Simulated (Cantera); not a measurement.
A closed system holds: 1 mol V₂O₃, 2.2 mol H₂, 2.4 mol H₂O, held at 1900 °C and 0.133 bar.

Method: chemical equilibrium by Gibbs-energy minimisation in Cantera with the NASA 1993 tables (ideal gas, pure condensed phases). Candidate condensed phases: H₂O, V, VO, V₂O₃, V₂O₄, V₂O₅; 12 gas species. Condensed phases not in the tables: the oxides between V₂O₃ and V₂O₅ other than VO₂. The numbers say what is thermodynamically allowed, not how fast it happens.

Base state: H₂O 0.512, H₂ 0.472, H 0.00908, VO₂ 0.00536, OH 0.00132, VO 3.54e-5, O 1.78e-5 (mole fractions); condensed: V₂O₃(s).

Task: What changes in the equilibrium state with this change: temperature from 1900 °C to 900 °C?

Result: 
```json
[
 {"species": "H₂O", "before": "0.512", "after": "0.522"},
 {"species": "H₂", "before": "0.472", "after": "0.478"},
 {"species": "H", "before": "0.00908", "after": "2.24e-7"},
 {"species": "VO₂", "before": "0.00536", "after": "<1e-9"},
 {"species": "OH", "before": "0.00132", "after": "1.69e-9"},
 {"species": "VO", "before": "3.54e-5", "after": "<1e-9"},
 {"species": "O", "before": "1.78e-5", "after": "<1e-9"},
 {"species": "V₂O₃(s), mol", "before": "0.987", "after": "1.00"}
]
```
